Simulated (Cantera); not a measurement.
# Hydrogen reduction and annealing atmospheres: CuO + H2 + N2

A closed system holds: 1 mol CuO, 36 mol H2, 27 mol N2, at 13.3 mbar.

Method: chemical equilibrium by Gibbs-energy minimisation in Cantera with the NASA 1993 tables (ideal gas, pure condensed phases). Candidate condensed phases: Cu, CuO, Cu(OH)2, Cu2O, H2O; 27 gas species. The numbers say what is thermodynamically allowed, not how fast it happens.

From 673 K to 1273 K the condensed part is Cu(s). From 1423 K to 1573 K the condensed part is Cu(l).

```csv
T (K),x H2,x N2,x H2O,x Cu,x H,n Cu(s),n Cu(l)
673,0.556,0.429,0.0159,<1e-12,<1e-12,1.00,0
823,0.556,0.429,0.0159,<1e-12,4.73e-11,1.00,0
973,0.556,0.429,0.0159,3.84e-10,6.98e-9,1.00,0
1123,0.556,0.429,0.0159,9.40e-8,2.75e-7,1.000,0
1273,0.556,0.429,0.0159,6.18e-6,4.60e-6,1.000,0
1423,0.555,0.428,0.0159,0.000157,4.29e-5,0,0.990
1573,0.554,0.428,0.0158,0.00199,0.000262,0,0.874
```
x: gas mole fraction; n: condensed amount in mol.
